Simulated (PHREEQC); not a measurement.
Acid mine or pickling water: an equilibrium model

Model water analysis in mg/L, 25 °C, pH 2.28, pe 8.8: Na 123; K 165; Ca 147; Mg 46.5; Cl 74.2; S(6) as SO4 1420; Zn 12.2; O(0) (dissolved oxygen) 3.46; Mn(2) 0.659.

Valence states are taken as typed.

Equilibrium calculation in PHREEQC: ion-association model, phreeqc.dat.

This is a speciation only: nothing precipitates in the calculation.

Q: What ionic strength, charge-balance error, specific conductance does the model give?

A: ionic strength 0.0375 mol/kgw; charge-balance error -3.1 %; specific conductance 4210 µS/cm.

Q: In which forms is Ca present?

A: Ca+2 69 %, CaSO4 30 %, CaHSO4+ 1.2 % of the Ca.
